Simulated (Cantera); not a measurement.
A perfectly stirred reactor is fed with 6.07 % CH4, 0.911 % H2, 11.5 % O2, 77.7 % N2, 3.83 % H2O, equivalence ratio 1.1, at 5480 Torr; it is adiabatic with a 725 K inlet, and is followed from long to short residence time, starting on the burning branch (τ in s: 0.1, 0.032, 0.01, 0.0033, 0.0011, 0.00034, 0.00011, 3.5e-05, 1.1e-05, 3.6e-06).

Computed with Cantera and GRI-Mech 3.0 (53 species, 325 reactions).

x: mole fraction; the columns are a selection and need not sum to one.

| τ (s) | T (K) | x CH4 | x H2 | x O2 | x C2H6 | x OH | x CH2CO | x C2H |
|---|---|---|---|---|---|---|---|---|
| 0.10 | 1932 | 6.35e-5 | 0.00962 | 0.000132 | 1.24e-8 | … | 1.04e-7 | 3.15e-10 |
| 0.032 | 1930 | 9.82e-5 | 0.00962 | 0.000289 | 4.24e-8 | … | 2.82e-7 | 1.06e-9 |
| 0.010 | 1924 | 0.000145 | 0.00968 | 0.000615 | 1.23e-7 | … | 6.68e-7 | 2.97e-9 |
| 0.0033 | 1914 | 0.000223 | 0.00983 | 0.00126 | 3.24e-7 | … | 1.39e-6 | 7.12e-9 |
| 0.0011 | 1894 | 0.000414 | 0.0101 | 0.00274 | 1.07e-6 | … | 3.24e-6 | 1.73e-8 |
| 0.00034 | 725 | 0.0607 | 0.00911 | 0.115 | <1e-12 | <1e-12 | <1e-12 | <1e-12 |
| 0.00011 | 725 | 0.0607 | 0.00911 | 0.115 | <1e-12 | <1e-12 | <1e-12 | <1e-12 |
| 3.5e-5 | 725 | 0.0607 | 0.00911 | 0.115 | <1e-12 | <1e-12 | <1e-12 | <1e-12 |
| 1.1e-5 | 725 | 0.0607 | 0.00911 | 0.115 | <1e-12 | <1e-12 | <1e-12 | <1e-12 |
| 3.6e-6 | 725 | 0.0607 | 0.00911 | 0.115 | <1e-12 | <1e-12 | <1e-12 | <1e-12 |

### Question
Fill in the missing entries.

### Answer

- 0.10, x OH: 0.000131
- 0.032, x OH: 0.000188
- 0.010, x OH: 0.000280
- 0.0033, x OH: 0.000402
- 0.0011, x OH: 0.000510
